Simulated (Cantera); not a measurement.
An adiabatic, constant-volume homogeneous reactor starts with CH₄ : C₂H₆ : O₂ : N₂ = 1 : 0.21 : 8.29 : 31.2 (molar parts), at 1575 K and 9750 Torr.

Computed with Cantera and GRI-Mech 3.0 (53 species, 325 reactions). The pressure lies above the range GRI-Mech 3.0 was tuned for (to about 10 atm).

Problem. Predict: time of steepest temperature rise; temperature at 2.00 s; equilibrium temperature; x(O₂) at 2.00 s; x(NO) at 2.00 s; x(H₂O) at 2.00 s; x(N₂O) at 2.00 s.

Solution. 
```
Property                                                             Value
---------------------------------  ---------------------------------------
time of steepest temperature rise                                  15.5 µs
temperature at 2.00 s                                               2412 K
equilibrium temperature                                             2412 K
x(O₂) at 2.00 s                        0.127 (gas-phase equilibrium 0.127)
x(NO) at 2.00 s                      0.0150 (gas-phase equilibrium 0.0150)
x(H₂O) at 2.00 s                     0.0624 (gas-phase equilibrium 0.0624)
x(N₂O) at 2.00 s                   3.65e-6 (gas-phase equilibrium 3.65e-6)
```
